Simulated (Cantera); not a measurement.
Input: 1 mol C₆H₆, 1.7 mol O₂, 14 mol H₂, at 1330 Pa.

These are equilibrium values from Cantera (NASA tables, ideal gas, pure condensed phases), not measurements of a reactor. Candidate condensed phases: C, C₆H₆, C₇H₈, C₈H₁₈, H₂O; 110 gas species. Rates play no part.

Question: What share of the C ends up in condensed phases as a function of T (K), at 848, 948, 1048, 1148, 1248, 1348, 1448?

Answer: 
```
T (K)  C condensed (%)           as
-----  ---------------  -----------
848               47.5  C(graphite)
948               43.6  C(graphite)
1048              43.3  C(graphite)
1148              43.3  C(graphite)
1248              43.3  C(graphite)
1348              43.3  C(graphite)
1448              43.3  C(graphite)
```
